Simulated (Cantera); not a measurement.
A Cantera script and what it prints.

```python
import numpy as np
import cantera as ct

gas_names = [...]  # 116 gases of nasa_gas.yaml made of C, H, Mg, O
cond_names = """
    C(gr) C6H6(L) C7H8(L) C8H18(L),n-octa H2O(s) H2O(L) Mg(cr) Mg(L) MgCO3(s) MgO(s) MgO(L) MgO2H2(s)
""".split()


# ... load() reads the species with a 1 bar reference pressure and builds the phases ...
atoms = {
    'Mg(OH)2': {'Mg': 1, 'O': 2, 'H': 2},
    'C': {'C': 1},
    'H2': {'H': 2},
}
top_T = {'C(gr)': 4500}  # K; cautious upper limits of use, not melting points


# ... equilibrate(T, P, feed) seeds the gas with the atoms and calls Mixture.equilibrate('TP', solver="gibbs", rtol=1e-10, max_steps=50000) ...
results = []
T = 875  # K
P = 290000  # Pa
for m in [0.02, 0.029, 0.042, 0.061, 0.089, 0.13, 0.19, 0.27, 0.4, 0.57, 0.83, 1.2, 1.8]:
    feed = {'Mg(OH)2': 1, 'C': m, 'H2': 0.35}  # mol
    mix = equilibrate(T, P, feed)
    results.append((T, P, feed, dict(zip(mix.species_names, mix.species_moles))))

top = {s: max(r[3][s] / sum(r[3][g] for g in gas_names) for r in results) for s in gas_names}
cols = sorted((s for s in top if top[s] > 1e-06), key=lambda s: -top[s])[:7]
seen = [c for c in cond_names if any(r[3].get(c, 0) > 1e-12 for r in results)]
print("log10 of partial pressures in bar; condensed amounts in mol")
print(f"{'n(C)':>10s}" + "".join(f"{s[:9]:>10s}" for s in cols + seen))
for T, P, feed, n in results:
    ng = sum(n[g] for g in gas_names)
    print(f"{feed['C']:10.4g}" + "".join(f"{np.log10(max(n[s] / ng * P / 1e5, 1e-99)):10.3f}" for s in cols)
          + "".join(f"{n.get(c, 0):10.4g}" for c in seen))
```

Result:

```
log10 of partial pressures in bar; condensed amounts in mol
      n(C)       H2O        H2       CO2       CH4        CO      C2H6     C(gr)    MgO(s)
      0.02     0.311    -0.090    -1.459    -2.614    -2.282    -9.433         0         1
     0.029     0.302    -0.078    -1.307    -2.392    -2.108    -9.002         0         1
     0.042     0.289    -0.061    -1.160    -2.153    -1.931    -8.540         0         1
     0.061     0.270    -0.041    -1.018    -1.894    -1.751    -8.043         0         1
     0.089     0.245    -0.019    -0.882    -1.618    -1.567    -7.514         0         1
      0.13     0.212     0.003    -0.755    -1.337    -1.385    -6.973         0         1
      0.19     0.168     0.020    -0.637    -1.063    -1.206    -6.442         0         1
      0.27     0.114     0.028    -0.534    -0.823    -1.042    -5.969         0         1
       0.4     0.029     0.020    -0.423    -0.572    -0.853    -5.461         0         1
      0.57    -0.081    -0.009    -0.335    -0.377    -0.683    -5.042   0.01449         1
      0.83    -0.081    -0.009    -0.335    -0.377    -0.683    -5.042    0.2745         1
       1.2    -0.081    -0.009    -0.335    -0.377    -0.683    -5.042    0.6445         1
       1.8    -0.081    -0.009    -0.335    -0.377    -0.683    -5.042     1.244         1
```

These are equilibrium values from Cantera (NASA tables, ideal gas, pure condensed phases), not measurements of a reactor.
